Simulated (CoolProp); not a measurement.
50 sccm (0 °C, 1 atm) of nitrogen bubbles through liquid ethylbenzene at 298.5 K and leaves saturated at a total pressure of 0.0379 MPa (ideal gas phase). Each further row changes one setting.

The numbers come from the reference Helmholtz-energy equation of state, Zhou 2012 in CoolProp.

```json
[
 {"case": "as stated", "vapour pressure (kPa)": "1.30", "mole fraction of vapour": "0.0344", "delivery (mg/min)": "8.44", "delivery (sccm)": "1.78", "change of delivery for a bath 1 K warmer (%)": "6.1"},
 {"case": "bath temperature 303.5 K", "vapour pressure (kPa)": "1.73", "mole fraction of vapour": "0.0455", "delivery (mg/min)": "11.3", "delivery (sccm)": "2.39", "change of delivery for a bath 1 K warmer (%)": "5.9"},
 {"case": "total pressure 0.0758 MPa", "vapour pressure (kPa)": "1.30", "mole fraction of vapour": "0.0172", "delivery (mg/min)": "4.15", "delivery (sccm)": "0.876", "change of delivery for a bath 1 K warmer (%)": "6.0"}
]
```
